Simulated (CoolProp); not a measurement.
A single-stage vapour-compression cycle with the fluid: evaporating at 196.15 K (dew point), condensing at 243.15 K (bubble point), superheat 8 K, subcooling 5 K, compressor efficiency 0.9, no pressure losses. The same conditions are run with several fluids, on thermodynamics alone (safety and materials aside).

Values from CoolProp's reference Helmholtz-energy equation of state of each fluid (fluoroethane (R161): Wu 2012; R125: Lemmon 2005; propylene: Lemmon 2013; R115: Lemmon 2016; C2F6 (R116): Lemmon 2006; hydrogen sulfide: Lemmon 2006).

| fluid | cooling COP | pressure ratio | discharge temperature (K) | refrigerating effect (kJ/kg) | volumetric capacity (kJ/m³) |
|---|---|---|---|---|---|
| fluoroethane (R161) | 3.15 | 13.1 | 316.2 | 391 | 120 |
| R125 | 3.16 | 12.0 | 271.5 | 138 | 187 |
| propylene | 3.19 | 10.0 | [?] | 388 | 206 |
| R115 | 3.17 | 11.8 | 260.3 | 105 | 122 |
| C2F6 (R116) | [?] | 7.10 | 255.2 | 79.1 | [?] |
| hydrogen sulfide | 2.97 | 9.52 | 371.4 | 489 | 397 |

### Question
What belongs in the gaps?

### Answer

- propylene, discharge temperature (K): 296.7
- C2F6 (R116), cooling COP: 2.91
- C2F6 (R116), volumetric capacity (kJ/m³): 720
